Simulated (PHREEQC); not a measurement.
# Acid rinse or clean

Solution (25 °C): 2.7 mmol/kgw HF, 0.06 mmol/kgw NaCl and 53 mmol/kgw KCl. Closed to the air; pH follows from the charge balance.

Equilibrium calculation in PHREEQC: ion-association model, phreeqc.dat.

Each row changes one thing in this solution. Precipitation was switched off in this run.

```
case                                       pH  ionic strength (mol/kgw)  SI of Halite (NaCl)
---------------------------------------  ----  ------------------------  -------------------
as made                                  2.99                    0.0543                -7.25
HF left out                              6.99                    0.0531                -7.24
diluted 2-fold with water                3.19                    0.0273                    …
diluted 5-fold with water                3.47                    0.0110                -8.56
HF from 0.0027 to 0.027 mol/kgw          2.39                    0.0579                -7.25
KCl left out                             2.98                   0.00114                    …
diluted 100-fold with water              4.60                         …               -11.09
HF replaced by LiF at the same molality  7.27                    0.0558                -7.25
HF from 0.0027 to 0.00027 mol/kgw        3.73                    0.0533                -7.24
```

Question: Complete the blanks.

Answer: 
- diluted 2-fold with water, SI of Halite (NaCl): -7.81
- KCl left out, SI of Halite (NaCl): -10.05
- diluted 100-fold with water, ionic strength (mol/kgw): 0.000557
